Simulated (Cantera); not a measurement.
A freely propagating, adiabatic, planar premixed flame of H2 : O2 : N2 : H2O = 1 : 0.455 : 1.71 : 0.023 (molar parts), unburnt at 323 K and 9.87 atm; mixture-averaged transport, grid criteria slope 0.08 and curve 0.16, no radiation.

Computed with Cantera and the H2/O2 subset of GRI-Mech 3.0, which has no nitrogen chemistry. The hydrogen kinetics of GRI-Mech 3.0 are dated; newer H2 mechanisms differ, most at raised pressure. Burning velocities carry a grid error of a few per cent, more on coarse grids.

x: mole fraction of selected species; z is measured from the peak of heat release.

| z (mm) | T (K) | u (m/s) | x H2 | x O2 | x HO2 | x H2O2 | x H2O | x O |
|---|---|---|---|---|---|---|---|---|
| -0.0701 | 323 | 2.00 | 0.314 | 0.143 | <1e-8 | <1e-8 | 0.00722 | <1e-8 |
| -0.0468 | 323 | 2.00 | 0.313 | 0.143 | 1.33e-8 | <1e-8 | 0.00722 | <1e-8 |
| -0.0351 | 324 | 2.00 | 0.312 | 0.143 | 1.65e-7 | ___ | 0.00725 | <1e-8 |
| -0.0234 | 331 | 2.02 | 0.304 | 0.145 | 4.62e-6 | ___ | 0.00754 | 6.98e-8 |
| -0.0117 | 479 | 2.77 | 0.256 | 0.149 | 0.000478 | ___ | 0.0201 | 4.98e-6 |
| -0.00585 | 889 | 4.95 | 0.198 | 0.134 | 0.00158 | ___ | 0.0704 | 0.000176 |
| 0 | 1387 | 7.56 | 0.136 | 0.0958 | 0.000758 | ___ | 0.153 | 0.00140 |
| 0.00585 | 1719 | 9.32 | 0.0877 | 0.0560 | 0.000339 | ___ | 0.225 | 0.00288 |
| 0.0117 | 1907 | 10.3 | 0.0613 | 0.0317 | 0.000159 | ___ | 0.266 | 0.00333 |
| 0.0234 | 2091 | 11.2 | 0.0442 | 0.0144 | 5.62e-5 | ___ | 0.296 | 0.00294 |
| 0.0468 | 2238 | 12.0 | 0.0372 | 0.00773 | 2.27e-5 | ___ | 0.313 | 0.00175 |
| 0.0935 | 2339 | 12.4 | 0.0323 | 0.00434 | 9.23e-6 | ___ | 0.325 | 0.000832 |
| 0.187 | 2400 | 12.7 | 0.0285 | 0.00228 | 3.55e-6 | ___ | 0.333 | 0.000381 |

Fill in the missing entries.


- -0.0351, x H2O2: 5.47e-8
- -0.0234, x H2O2: 1.54e-6
- -0.0117, x H2O2: 0.000104
- -0.00585, x H2O2: 0.000260
- 0, x H2O2: 8.00e-5
- 0.00585, x H2O2: 7.26e-6
- 0.0117, x H2O2: 4.33e-6
- 0.0234, x H2O2: 2.59e-6
- 0.0468, x H2O2: 1.60e-6
- 0.0935, x H2O2: 9.94e-7
- 0.187, x H2O2: 5.76e-7
